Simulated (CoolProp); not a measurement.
Saturation properties of m-xylene (Tc = 616.9 K, pc = 35.35 bar, ω = 0.326).

Model: reference Helmholtz-energy equation of state, Zhou 2012, in CoolProp.

| T (K) | p (bar) | liquid density (kg/m³) | vapour density (kg/m³) |
|---|---|---|---|
| 362.4 | 0.2138 | 802.9 | 0.7641 |
| 375.2 | 0.3341 | ? | ? |
| 388 | ? | 778.9 | 1.705 |
| 400.7 | 0.7362 | 766.7 | 2.430 |
| 413.5 | 1.049 | 754.0 | 3.388 |
| 426.3 | 1.457 | 741.1 | 4.623 |
| 439.1 | 1.981 | 727.7 | 6.188 |
| 451.8 | 2.635 | 714.0 | 8.130 |
| 464.6 | 3.450 | 699.8 | 10.55 |
| 477.4 | 4.445 | 684.9 | 13.53 |
| 490.2 | 5.645 | 669.3 | 17.16 |
| 503 | 7.075 | 652.9 | 21.59 |

Q: Fill in the missing entries.

A: 
- 375.2, liquid density (kg/m³): 791.0
- 375.2, vapour density (kg/m³): 1.160
- 388, p (bar): 0.5044

It boils at 412.2 K under 1 atm.
